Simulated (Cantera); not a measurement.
An adiabatic, constant-pressure homogeneous reactor starts with 6.28 % CH4, 19.6 % O2, 74.1 % N2, equivalence ratio 0.64, at 975 K and 2300000 Pa.

Detailed kinetics in Cantera: GRI-Mech 3.0 (53 species, 325 reactions). The pressure lies above the range GRI-Mech 3.0 was tuned for (to about 10 atm). Below about 1000 K GRI-Mech 3.0 lacks low-temperature oxidation paths.

Task: Predict: time of steepest temperature rise; temperature at 2.00 s; equilibrium temperature; x(O2) at 2.00 s.

Result: 
* **time of steepest temperature rise**: 52.8 ms
* **temperature at 2.00 s**: 2258 K
* **equilibrium temperature**: 2258 K
* **x(O2) at 2.00 s**: 0.0660 (gas-phase equilibrium 0.0660)
